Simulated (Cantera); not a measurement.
An adiabatic, constant-volume homogeneous reactor starts with 12.0 % CH4, 18.5 % O2, 69.5 % N2, at 1798 K and 1.00 bar.

Detailed kinetics in Cantera: GRI-Mech 3.0 (53 species, 325 reactions). Above 3000 K some thermodynamic fits are extrapolated.

x: mole fraction; the columns are a selection and need not sum to one.

| t (s) | T (K) | P (bar) | x CH4 | x O2 | x H | x CH2O | x HO2 |
|---|---|---|---|---|---|---|---|
| 1.00e-6 | 1798 | 1.000 | 0.120 | 0.185 | 8.09e-7 | 1.03e-7 | 1.68e-6 |
| 2.63e-6 | 1798 | 1.000 | 0.120 | 0.185 | 8.42e-7 | 8.89e-7 | 4.30e-6 |
| 6.92e-6 | 1798 | 1.000 | 0.120 | 0.185 | 9.56e-7 | 7.32e-6 | 1.05e-5 |
| 1.82e-5 | 1797 | 1.000 | 0.120 | 0.185 | … | … | … |
| 4.79e-5 | 1799 | 1.00 | 0.118 | 0.184 | 7.11e-6 | 0.000635 | 5.02e-5 |
| 0.000126 | 2978 | 1.84 | <1e-12 | 0.0109 | 0.0311 | 2.61e-9 | 5.99e-6 |
| 0.000331 | 3018 | 1.86 | <1e-12 | 0.00900 | 0.0280 | 3.08e-9 | 5.66e-6 |
| 0.000872 | 3013 | 1.86 | <1e-12 | 0.00847 | 0.0277 | 3.13e-9 | 5.36e-6 |
| 0.00229 | 3012 | 1.86 | <1e-12 | 0.00846 | 0.0277 | 3.13e-9 | 5.35e-6 |
| 0.00603 | 3012 | 1.86 | <1e-12 | 0.00846 | 0.0277 | 3.13e-9 | 5.35e-6 |
| 0.0159 | 3012 | 1.86 | <1e-12 | 0.00846 | 0.0277 | 3.13e-9 | 5.35e-6 |
| 0.0418 | 3012 | 1.86 | <1e-12 | 0.00846 | 0.0277 | 3.13e-9 | 5.35e-6 |
| 0.110 | 3012 | 1.86 | <1e-12 | 0.00846 | 0.0277 | 3.13e-9 | 5.35e-6 |
| 0.289 | 3012 | 1.86 | <1e-12 | 0.00846 | 0.0277 | 3.13e-9 | 5.35e-6 |
| 0.760 | 3012 | 1.86 | <1e-12 | 0.00846 | 0.0277 | 3.13e-9 | 5.35e-6 |
| 2.00 | 3012 | 1.86 | <1e-12 | 0.00846 | 0.0277 | 3.13e-9 | 5.35e-6 |

### Question
Fill in the missing entries.

### Answer

- 1.82e-5, x H: 1.51e-6
- 1.82e-5, x CH2O: 6.40e-5
- 1.82e-5, x HO2: 2.19e-5
